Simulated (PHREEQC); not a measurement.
0.072 g of hydrous ferric oxide (600 m²/g; 0.2 weak and 0.005 strong sites per Fe, Dzombak-Morel constants, diffuse double layer) in 1 kg of water with 0.3 mol/kgw of an inert sodium salt and 5.3e-07 mol/kgw NaF, at 25 °C; the pH is set by adding NaOH or the inert anion's acid. Oxygen is held at 0.21 atm. No CO2 enters from the air. No solid was allowed to form.

Equilibrium calculation in PHREEQC: ion-association model, wateq4f.dat.

```csv
pH,F sorbed (%),surface charge σ (C/m²),surface potential ψ (mV)
3,15.7,0.368,126
3.67,22.2,0.359,124
4.33,22.3,0.331,120
5,17.6,0.269,110
5.67,10.7,0.190,93
6.33,5.2,0.121,71
7,2.1,0.066,46
7.67,0.7,0.024,19
8.33,0.2,-0.012,-9
9,0.1,-0.051,-38
9.67,0.0,-0.101,-64
10.33,0.0,-0.166,-86
11,0.0,-0.244,-105
```

The oxide is taken as insoluble; below pH 4 it would dissolve.
